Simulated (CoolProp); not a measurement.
Saturation properties of benzene.

Values from CoolProp's reference Helmholtz-energy equation of state, Thol 2012.

```
T (°C)  p (bar)  vapour density (kg/m³)  liquid cp (kJ/(kg K))  vapour viscosity (µPa s)  liquid conductivity (mW/(m K))
------  -------  ----------------------  ---------------------  ------------------------  ------------------------------
40.15    0.2454                  0.7448                  1.778                      7.92                             136
45.85    0.3084                  0.9214                    ___                       ___                             134
51.55    0.3839                   1.130                  1.812                      8.19                             132
57.35    0.4753                   1.378                  1.830                      8.33                             131
63.05    0.5814                   1.662                  1.848                      8.47                             129
68.75    0.7054                   1.990                  1.867                      8.60                             127
74.45    0.8495                   2.367                  1.886                      8.73                             125
80.25     1.019                   2.805                  1.906                      8.87                             ___
85.95     1.210                   3.293                  1.925                      9.00                             122
91.65     1.428                     ___                  1.945                      9.13                             120
97.35     1.676                   4.467                  1.965                      9.27                             118
103.15    1.961                   5.176                  1.986                      9.40                             117
108.85    2.275                   5.954                  2.007                      9.53                             115
114.55    2.627                   6.820                  2.028                      9.67                             113
120.25    3.018                   7.780                    ___                      9.80                             112
```

Problem. Complete the blanks.

Solution. 
- 45.85, liquid cp (kJ/(kg K)): 1.795
- 45.85, vapour viscosity (µPa s): 8.06
- 80.25, liquid conductivity (mW/(m K)): 123
- 91.65, vapour density (kg/m³): 3.846
- 120.25, liquid cp (kJ/(kg K)): 2.049

It boils at 80.1 °C under 1 atm.

Viscosity comes from a separate model (Avgeri 2014). Thermal conductivity comes from a separate model (Assael 2012).
